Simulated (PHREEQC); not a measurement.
**Alkaline etch or developer: an equilibrium model**

A solution holds 0.64 mol/kgw NaOH and 3.3e-06 mol/kgw H4SiO4, at 10 °C. Closed to the air; pH follows from the charge balance.

The numbers come from PHREEQC with the ion-association model, phreeqc.dat.

Each row changes one thing in this solution. Precipitation was switched off in this run.

```json
[
 {"case": "as made", "pH": "14.14", "ionic strength (mol/kgw)": "0.640"},
 {"case": "H4SiO4 from 3.3e-06 to 1.65e-05 mol/kgw", "pH": "14.14", "ionic strength (mol/kgw)": "0.640"},
 {"case": "H4SiO4 from 3.3e-06 to 1.65e-06 mol/kgw", "pH": "14.14", "ionic strength (mol/kgw)": "0.640"},
 {"case": "diluted 5-fold with water", "pH": "13.51", "ionic strength (mol/kgw)": "0.128"},
 {"case": "NaOH replaced by Na2SO4 at the same molality", "pH": "7.50", "ionic strength (mol/kgw)": "1.37"},
 {"case": "H4SiO4 left out", "pH": "14.14", "ionic strength (mol/kgw)": "0.640"},
 {"case": "H4SiO4 from 3.3e-06 to 4.95e-06 mol/kgw", "pH": "14.14", "ionic strength (mol/kgw)": "0.640"}
]
```

The ionic strength passes 0.7 mol/kgw, the rough limit of the ion-association models, in NaOH replaced by Na2SO4 at the same molality. At this temperature some constants are extrapolated from 25 °C, and those without enthalpy data are left unchanged.
